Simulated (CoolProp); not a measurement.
Vapour-liquid equilibrium of R134a (1) + R124 (2) at 170 kPa; x and y are mole fractions of (1).

Model: multi-fluid Helmholtz-energy mixture model, Tillner-Roth 1994 and de Vries 1995; pair parameters Bell 2016, in CoolProp.

Q: Give the bubble temperature and the first vapour's composition at x = 0.2, 0.65, 0.8. Is there an azeotrope?

A: x = 0.2: 269.4 K, y = 0.324; x = 0.65: 262.4 K, y = 0.757; x = 0.8: 260.8 K, y = 0.863. No azeotrope shows between x = 0.05 and 0.95.

Pair parameters are fitted to limited data, so mixtures are less certain than the pure fluids.
